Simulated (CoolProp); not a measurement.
The numbers come from the reference Helmholtz-energy equation of state, Smukala 2000 in CoolProp.

### Question
Give the vapour pressure (kPa), liquid density (kg/m³), enthalpy of vaporisation (kJ/kg), liquid cp (kJ/(kg K)) of saturated ethylene at 194.5, 202.1, 209.7 K.

### Answer
```
T (K)  p (kPa)  liquid density (kg/m³)  enthalpy of vaporisation (kJ/kg)  liquid cp (kJ/(kg K))
-----  -------  ----------------------  --------------------------------  ---------------------
194.5      361                     530                               442                   2.50
202.1      496                     518                               429                   2.54
209.7      665                     505                               413                   2.60
```
